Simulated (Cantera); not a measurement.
Charge: 1 mol BN, 1 mol HCl, 2.4 mol N2, 2.9 mol F2, equilibrated at 3700 Pa.

Method: chemical equilibrium by Gibbs-energy minimisation in Cantera with the NASA 1993 tables (ideal gas, pure condensed phases). Candidate condensed phases: B, BN, NH4Cl; 40 gas species. Rates play no part. All values below are at 600 °C.

Base state: N2 0.454, BF3 0.157, HF 0.157, ClF 0.157, F2 0.0479, F 0.0265, NF3 0.00103, ClF3 5.76e-5 (mole fractions); condensed: gas only.

Problem. What changes in the equilibrium state with this change: pressure from 3700 Pa to 10000 Pa?

Solution. 
| species | before | after |
|---|---|---|
| N2 | 0.454 | 0.456 |
| BF3 | 0.157 | 0.158 |
| HF | 0.157 | 0.158 |
| F | 0.0265 | 0.0165 |
| F2 | 0.0479 | 0.0503 |
| ClF | 0.157 | 0.158 |
| NF3 | 0.00103 | 0.00300 |
| ClF3 | 5.76e-5 | 0.000165 |
